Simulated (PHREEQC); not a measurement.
0.22 g of hydrous ferric oxide (600 m²/g; 0.2 weak and 0.005 strong sites per Fe, Dzombak-Morel constants, diffuse double layer) in 1 kg of water with 0.05 mol/kgw of an inert sodium salt, at 25 °C; the pH is set by adding NaOH or the inert anion's acid. O2 is buffered at 0.21 atm. The system is closed to CO2. Precipitation was switched off in this run.

Base run: PHREEQC, ion-association model, wateq4f.dat. Each further column changes one thing. The table gives surface charge σ (C/m²).

```
pH     base  background salt from 0.05 to 0.005 mol/kgw  oxide from 0.22 to 1.1 g/kgw  5.2e-05 mol/kgw CaCl2 added
---  ------  ------------------------------------------  ----------------------------  ---------------------------
3     0.357                                       0.303                         0.357                        0.357
4     0.294                                       0.183                         0.295                        0.294
5     0.181                                       0.090                         0.181                        0.181
5.5   0.130                                       0.060                         0.130                        0.130
6.5   0.058                                       0.023                         0.058                        0.058
7.5   0.017                                       0.006                         0.017                        0.017
8.5  -0.010                                      -0.004                        -0.010                       -0.008
9    -0.026                                      -0.009                        -0.026                       -0.020
10   -0.074                                      -0.030                        -0.074                       -0.059
11   -0.158                                      -0.081                        -0.159                       -0.131
```

The oxide is taken as insoluble; below pH 4 it would dissolve.
